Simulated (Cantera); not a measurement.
A closed system holds: 1 mol B2H6, 7.2 mol NH3, 52 mol N2, at 5900 Pa.

Cantera equilibrium calculation (NASA polynomials, part measured and part estimated; ideal gas, pure solids and liquids). Candidate condensed phases: B, BN; 15 gas species. The feed counts by its element totals alone. The numbers say what is thermodynamically allowed, not how fast it happens. All values below are at 1723 K.

Base state: N2 0.798, H2 0.202, H 0.000337 (mole fractions); condensed: BN(s).

Problem. What changes in the equilibrium state with this change: B2H6 replaced by B2O3?

Solution. 
```
species     before    after
----------  ------  -------
N2           0.798    0.825
H2           0.202    0.154
B2O3             0  0.00794
HBO2             0  0.00655
HBO              0  0.00537
BN(s), mol    2.00        0
```
Further candidate phases: B2O3, B3O3H3, H2O.

Problem. What changes in the equilibrium state with this change: B2H6 replaced by BF3?

Solution. 
```tsv
species	before	after
N2	0.798	0.823
H2	0.202	0.154
HF	0	0.0105
BF3	0	0.0101
BF2	0	0.00132
BHF2	0	0.000401
BF	0	0.000229
H	0.000337	0.000295
BN(s), mol	2.00	0.187
```
The tables' values for BF2 are old estimates; treat these amounts as uncertain.
